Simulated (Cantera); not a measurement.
A freely propagating, adiabatic, planar premixed flame of C2H4 : O2 : N2 : H2O = 1 : 3.85 : 15 : 0.64 (molar parts), equivalence ratio 0.78, unburnt at 550 K and 1650 Torr; mixture-averaged transport, grid criteria slope 0.08 and curve 0.16, no radiation.

Model: GRI-Mech 3.0 (53 species, 325 reactions), integrated in Cantera. GRI-Mech 3.0 was tuned for natural gas; its chemistry of ethylene as a main component is partial and can be far from experiment. Burning velocities carry a grid error of a few per cent, more on coarse grids.

Problem. Predict: laminar burning velocity; thermal thickness; peak x(CH4); peak x(C2H).

Solution. laminar burning velocity: 130 cm/s
thermal thickness: 0.147 mm
peak x(CH4): 0.000920
peak x(C2H): 8.53e-7
